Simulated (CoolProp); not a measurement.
A single-stage vapour-compression cycle with propane: evaporating at 226.15 K (dew point), condensing at 289.15 K (bubble point), superheat 10 K, subcooling 2 K, compressor efficiency 0.85, no pressure losses. Each further row changes one setting.

Model: reference Helmholtz-energy equation of state, Lemmon 2009, in CoolProp.

```
case                              cooling COP  pressure ratio  discharge temperature (K)  refrigerating effect (kJ/kg)  volumetric capacity (kJ/m³)
--------------------------------  -----------  --------------  -------------------------  ----------------------------  ---------------------------
as stated                                2.34            9.25                      325.8                           299                          560
evaporating temperature 231.15 K         2.66      (withheld)                      322.3                           305                   (withheld)
condensing temperature 284.15 K          2.62            8.06                      319.9                    (withheld)                          585
subcooling 7 K                           2.44            9.25                      325.8                    (withheld)                          585
superheat 20 K                     (withheld)            9.25                      336.2                           313                   (withheld)
compressor efficiency 0.75         (withheld)            9.25                 (withheld)                           299                          560
```

**Question.** Some entries are withheld; supply them.

**Answer.** 
- evaporating temperature 231.15 K, pressure ratio: 7.38
- evaporating temperature 231.15 K, volumetric capacity (kJ/m³): 706
- condensing temperature 284.15 K, refrigerating effect (kJ/kg): 312
- subcooling 7 K, refrigerating effect (kJ/kg): 311
- superheat 20 K, cooling COP: 2.35
- superheat 20 K, volumetric capacity (kJ/m³): 562
- compressor efficiency 0.75, cooling COP: 2.07
- compressor efficiency 0.75, discharge temperature (K): 334.5
